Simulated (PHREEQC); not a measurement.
## Spent oxide etchant: an equilibrium model

Solution (25 °C): 0.034 mol/kgw NH4HF2, 0.012 mol/kgw (NH4)2SiF6, 0.00018 mol/kgw H3BO3 and 0.00016 mol/kgw H2SO4. It is in equilibrium with CO2 at log p = -1 (atm). Otherwise closed; pH follows from the charge balance.

All values are PHREEQC results (ion-association model, wateq4f.dat), not measurements.

| Quantity | Value |
|---|---|
| pH | 3.14 |
| ionic strength | 0.0709 mol/kgw |
| total alkalinity | -82.3 meq/kg |

```csv
species,molality,activity,log γ
NH4+,0.0580,0.0464,-0.096
F-,0.0312,0.0245,-0.104
HF,0.0261,0.0266,0.007
SiF6-2,0.0120,0.00502,-0.378
CO2,0.00335,0.00341,0.007
HF2-,0.00318,0.00250,-0.104
H2F2,0.00181,0.00184,0.007
H+,0.000860,0.000722,-0.076
BF4-,0.000177,0.000137,-0.111
```

No solid was allowed to form. SiF6-2 is the database's only silicon fluoride. Real BF4- forms and hydrolyses slowly; the run takes it at equilibrium.
